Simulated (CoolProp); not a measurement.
n-butane along the isotherm 21.85 °C: fugacity coefficient from the reference equation and from simpler models built on Tc = 152.0 °C, pc = 3.796 MPa, ω = 0.201; each cubic takes its own stable root.

Computed with CoolProp (reference Helmholtz-energy equation of state, Bücker 2006).

```tsv
p (MPa)	phase	reference
0.018	gas	0.9946
0.0304	gas	0.9909
0.0513	gas	0.9847
0.0865	gas	0.9742
0.146	gas	0.9565
0.246	liquid	0.8376
0.416	liquid	0.4988
0.702	liquid	0.2991
1.18	liquid	0.1814
2	liquid	0.1107
3.37	liquid	0.06948
5.69	liquid	0.04522
```

Q: How far does each simpler model (van der Waals, Soave-Redlich-Kwong, Peng-Robinson) lie from the reference over these 12 states: mean and median of the absolute difference, and the worst?

A: 
- van der Waals: mean 97.0 %, median 49.6 %, worst +237.5 % at 21.85 °C and 5.69 MPa
- Soave-Redlich-Kwong: mean 0.8 %, median 0.7 %, worst +2.3 % at 21.85 °C and 5.69 MPa
- Peng-Robinson: mean 0.2 %, median 0.1 %, worst -1.0 % at 21.85 °C and 5.69 MPa

At some of these states van der Waals gives the other phase, because its saturation line lies elsewhere.
